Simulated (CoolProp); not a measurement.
A single-stage vapour-compression cycle with R115: evaporating at 249.15 K (dew point), condensing at 305.15 K (bubble point), superheat 10 K, subcooling 5 K, compressor efficiency 0.6, no pressure losses. Each further row changes one setting.

The numbers come from the reference Helmholtz-energy equation of state, Lemmon 2016 in CoolProp.

```tsv
case	cooling COP	pressure ratio	discharge temperature (K)	refrigerating effect (kJ/kg)	volumetric capacity (kJ/m³)
as stated	1.92	5.67	324.4	73.6	1070
evaporating temperature 254.15 K	2.23	4.69	323.0	76.5	1330
condensing temperature 300.15 K	2.22	4.99	319.3	79.1	1150
subcooling 10 K	2.07	5.67	324.4	79.1	1150
superheat 20 K	1.99	5.67	335.0	80.5	1120
compressor efficiency 0.5	1.60	5.67	333.4	73.6	1070
```
